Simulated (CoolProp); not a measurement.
Computed with CoolProp (reference Helmholtz-energy equation of state, Akasaka 2022).

Question: For R1233zd(E), give the phase and the cp (kJ/(kg K)), speed of sound (m/s), Joule-Thomson coefficient (K/MPa), isothermal compressibility (1/MPa) at 450 K and 2.93 MPa; 450 K and 3.42 MPa.

Answer: 
- 450 K and 2.93 MPa: gas; cp 1.37, speed of sound 125, Joule-Thomson coefficient 14.0, isothermal compressibility 0.580
- 450 K and 3.42 MPa: gas; cp 1.71, speed of sound 113, Joule-Thomson coefficient 15.5, isothermal compressibility 0.645
